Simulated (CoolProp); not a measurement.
Vapour-liquid equilibrium of R125 (1) + R143a (2) at 134 kPa; x and y are mole fractions of (1).

Values from CoolProp's multi-fluid Helmholtz-energy mixture model, Lemmon 2005 and Lemmon and Jacobsen 2000; pair parameters Lemmon 2004.

```tsv
x	bubble temperature, mixture model (K)	bubble temperature, Raoult's law (K)	y, mixture model	y, Raoult's law
0.05	232.1	231.9	[?]	0.052
0.125	232.2	231.8	[?]	0.130
0.2	232.3	231.8	[?]	0.208
0.275	232.4	231.7	0.271	0.285
0.35	232.4	231.6	0.350	0.361
0.425	232.4	231.5	[?]	0.437
0.5	232.3	231.4	0.511	0.512
0.575	232.2	231.4	0.591	0.587
0.65	232.1	231.3	0.670	0.661
0.725	231.9	231.2	[?]	0.734
0.8	231.7	231.1	[?]	0.808
0.875	231.4	231.1	[?]	0.880
0.95	231.1	231.0	0.958	0.952
```

Q: Complete the blanks.

A: 
- 0.05, y, mixture model: 0.046
- 0.125, y, mixture model: 0.118
- 0.2, y, mixture model: 0.193
- 0.425, y, mixture model: 0.430
- 0.725, y, mixture model: 0.747
- 0.8, y, mixture model: 0.821
- 0.875, y, mixture model: 0.891

The largest gap from Raoult's law is +0.9 K in bubble temperature, at x = 0.5. y crosses x between x = 0.275 and 0.35: the model has an azeotrope there.

The pair parameters rest on a limited set of measurements; away from them the model extrapolates.
